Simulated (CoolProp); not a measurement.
Properties of n-hexane along the isotherm 580 K.

Model: reference Helmholtz-energy equation of state, Thol 2019, in CoolProp.

```
p (MPa)          phase  speed of sound (m/s)  Joule-Thomson coefficient (K/MPa)  viscosity (µPa s)  Prandtl number
-------  -------------  --------------------  ---------------------------------  -----------------  --------------
1.69               gas                 212.2                              5.993               13.8           0.874
3.38     supercritical                 180.9                              7.124               16.9            1.08
5.07     supercritical                 157.2                              7.428               22.3            1.40
6.76     supercritical                 176.4                              4.600               31.2            1.79
8.46     supercritical                 227.1                              2.412               39.5            1.99
10.1     supercritical                 274.5                              1.478               45.6            2.11
11.8     supercritical                 317.4                             0.9804               50.7            2.21
13.5     supercritical                 355.3                             0.6862               55.0            2.30
15.2     supercritical                 389.1                             0.4929               58.9            2.38
```

Viscosity comes from a separate model (Michailidou 2013). Thermal conductivity comes from a separate model (Assael 2013).
